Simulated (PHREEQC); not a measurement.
PHREEQC input (ion-association model, wateq4f.dat):

```
SOLUTION_SPECIES
  2 NO3- + 12 H+ + 10 e- = N2 + 6 H2O  # shut off: nitrate stays nitrate
    -log_k -100
    -delta_h 0
    -analytic -100
SOLUTION 1
  temp 25
  units mol/kgw
  pH 7 charge
  Cl 0.022
  Li 0.022
END
SELECTED_OUTPUT 1
  -reset false
  -pH true
  -pe true
  -ionic_strength true
  -water true
  -totals Ag C Cl K Li N C(-4) C(4) N(5) N(3)
    N(0) N(-3)
  -molalities H+ Ag+ CO3-2 Cl- K+ Li+ NO3- NH3 CO2 HCO3-
    O2 NH4+ OH- NO2- AgCl AgCl2- AgCl3-2 AgCl4-3 AgOH Ag(OH)2-
    AgNO3 Ag(NO2)2-
  -equilibrium_phases Ag2CO3 Cerargyrite Ag2O
PRINT
  -reset false
USE solution 1
REACTION 1
  KNO3 1
  0 0.0208 0.0417 0.0625 0.0833 0.104 0.125 0.146 0.167 0.188 0.208 0.229 0.25 moles
EQUILIBRIUM_PHASES 1
  Ag2CO3 0 0.5
  Cerargyrite 0 0
  Ag2O 0 0
  O2(g) -0.68 10
END
```

Selected output (columns that matter, 13 of 13 rows; KNO3 added (mol) added in front):

```
KNO3 added (mol)	pH	mu	Ag	C	Cl	K	N	m_H+	m_Ag+	m_CO3-2	m_Cl-	m_K+	Ag2CO3	Ag2O
0	10.675	0.031469	5.1086e-05	0.012062	5.4466e-06	0	0	2.4257e-11	4.8713e-05	0.00942	5.1175e-06	0	0.48794	0.0010389
0.0208	10.647	0.052324	5.6406e-05	0.012032	5.325e-06	0.020801	0.020801	2.6433e-11	5.3675e-05	0.0094687	4.9975e-06	0.020801	0.48797	0.0010059
0.0417	10.628	0.073263	6.0645e-05	0.01201	5.2417e-06	0.041701	0.041701	2.8109e-11	5.7548e-05	0.0095034	4.9157e-06	0.041701	0.48799	0.00098213
0.0625	10.613	0.094093	6.4196e-05	0.011994	5.179e-06	0.062502	0.062502	2.9481e-11	6.0731e-05	0.0095302	4.8547e-06	0.062502	0.48801	0.00096367
0.0833	10.6	0.11492	6.7283e-05	0.01198	5.1289e-06	0.083302	0.083302	3.0655e-11	6.345e-05	0.0095521	4.8061e-06	0.083302	0.48802	0.00094849
0.104	10.589	0.13564	7.0009e-05	0.011968	5.0874e-06	0.104	0.104	3.168e-11	6.5809e-05	0.0095706	4.7661e-06	0.104	0.48803	0.00093566
0.125	10.58	0.15666	7.2494e-05	0.011958	5.0514e-06	0.125	0.125	3.2609e-11	6.7924e-05	0.0095867	4.7317e-06	0.125	0.48804	0.00092436
0.146	10.571	0.17767	7.4747e-05	0.01195	5.0201e-06	0.146	0.146	3.3447e-11	6.9809e-05	0.0096009	4.702e-06	0.146	0.48805	0.00091438
0.167	10.564	0.19869	7.6807e-05	0.011942	4.9924e-06	0.167	0.167	3.4213e-11	7.1502e-05	0.0096136	4.6758e-06	0.167	0.48806	0.00090545
0.188	10.557	0.2197	7.87e-05	0.011935	4.9676e-06	0.188	0.188	3.4918e-11	7.3032e-05	0.009625	4.6525e-06	0.188	0.48807	0.00089738
0.208	10.551	0.23972	8.0368e-05	0.011928	4.9461e-06	0.20801	0.20801	3.554e-11	7.4357e-05	0.0096349	4.6325e-06	0.20801	0.48807	0.00089035
0.229	10.546	0.26073	8.1995e-05	0.011922	4.9255e-06	0.22901	0.22901	3.615e-11	7.5626e-05	0.0096445	4.6134e-06	0.22901	0.48808	0.00088356
0.25	10.54	0.28174	8.3507e-05	0.011917	4.9065e-06	0.25001	0.25001	3.6721e-11	7.6784e-05	0.0096533	4.5958e-06	0.25001	0.48808	0.00087728
```
